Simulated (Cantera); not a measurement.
A perfectly stirred reactor is fed with C3H8 : O2 : N2 = 1 : 5.43 : 54.3 (molar parts), equivalence ratio 0.92, at 3000 Torr; it is adiabatic with a 625 K inlet, and is followed from long to short residence time, starting on the burning branch (τ in s: 0.037, 0.016, 0.0072, 0.0032, 0.0014, 0.00062, 0.00027, 0.00012, 5.3e-05, 2.4e-05, 1e-05).

Computed with Cantera and GRI-Mech 3.0 (53 species, 325 reactions). GRI-Mech 3.0 was tuned for natural gas; its chemistry of propane as a main component is partial and can be far from experiment.

Question: What does this change do: N2 54.3 to 73 parts?

Answer: 
| quantity | before | after |
|---|---|---|
| blow-out, bracketed by the residence times tried | burning at 1.40 ms, out at 0.620 ms | burning at 16.0 ms, out at 7.20 ms |
| x(C3H8) at τ = 37.0 ms | 2.53e-6 | 7.40e-6 |
| x(O2) at τ = 37.0 ms | 0.00745 | 0.00614 |
| x(C2H6) at τ = 37.0 ms | 3.83e-9 | 5.51e-8 |
| x(CH4) at τ = 37.0 ms | 1.38e-6 | 6.64e-6 |
| x(OH) at τ = 37.0 ms | 0.000297 | 9.21e-5 |
| x(C3H8) at τ = 0.620 ms | 0.0165 | 0.0126 |
| x(O2) at τ = 0.620 ms | 0.0894 | 0.0684 |
| x(C2H6) at τ = 0.620 ms | <1e-12 | <1e-12 |
| x(CH4) at τ = 0.620 ms | <1e-12 | <1e-12 |
| x(OH) at τ = 0.620 ms | <1e-12 | <1e-12 |
